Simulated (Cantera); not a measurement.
Cantera run, input and output.

```python
import numpy as np
import cantera as ct

gas = ct.Solution("h2o2.yaml")


def delay(T, t_max=10):
    gas.TPX = T, 150000, {'H2': 1, 'O2': 0.227, 'N2': 0.855}
    reactor = ct.IdealGasConstPressureReactor(gas, clone=False)
    net = ct.ReactorNet([reactor])
    net.rtol, net.atol = 1e-8, 1e-16
    while net.time < t_max:
        t_old, T_old = net.time, reactor.T
        net.step()
        if reactor.T > T + 400:  # ignition: a rise of 400 K
            return t_old + (T + 400 - T_old) / (reactor.T - T_old) * (net.time - t_old)
    return np.nan


taus = []
for T in [900, 950, 1000, 1050, 1100, 1150, 1200, 1250, 1300, 1350]:
    taus.append(delay(T))
    print(f"T0 = {T:6g} K   tau = {taus[-1]:.4e} s")

# d ln(tau) / d ln(k), from doubling and halving each rate constant
T, sens = 1200, []
for i in range(gas.n_reactions):
    gas.set_multiplier(2.0, i)
    up = delay(T)
    gas.set_multiplier(0.5, i)
    down = delay(T)
    gas.set_multiplier(1.0, i)
    sens.append((np.log(up / down) / np.log(4.0), gas.reaction(i).equation))
sens.sort(key=lambda x: -abs(x[0]))
print(f"sensitivities at {T} K")
for s, eq in sens[:10]:
    print(f"{s:8.3f}  {eq}")
```

Result:

```
T0 =    900 K   tau = 1.9982e-01 s
T0 =    950 K   tau = 2.8383e-02 s
T0 =   1000 K   tau = 1.5146e-03 s
T0 =   1050 K   tau = 1.6582e-04 s
T0 =   1100 K   tau = 8.2104e-05 s
T0 =   1150 K   tau = 5.2605e-05 s
T0 =   1200 K   tau = 3.7492e-05 s
T0 =   1250 K   tau = 2.8430e-05 s
T0 =   1300 K   tau = 2.2514e-05 s
T0 =   1350 K   tau = 1.8458e-05 s
sensitivities at 1200 K
  -0.930  H + O2 <=> O + OH
   0.100  H + O2 + M <=> HO2 + M
  -0.098  H2 + O <=> H + OH
   0.052  H + O2 + N2 <=> HO2 + N2
  -0.042  H + HO2 <=> H2 + O2
  -0.036  H2 + OH <=> H + H2O
  -0.029  H + HO2 <=> 2 OH
  -0.015  H + O2 + H2O <=> HO2 + H2O
   0.011  H + O2 + O2 <=> HO2 + O2
  -0.003  2 H + H2O <=> H2 + H2O
```

Detailed kinetics in Cantera: the H2/O2 subset of GRI-Mech 3.0, which has no nitrogen chemistry. Below about 950 K walls govern HO2 and H2O2 in real vessels. Where the delays flatten at high temperature, the 400 K rule measures the pace of heat release, not the induction time.
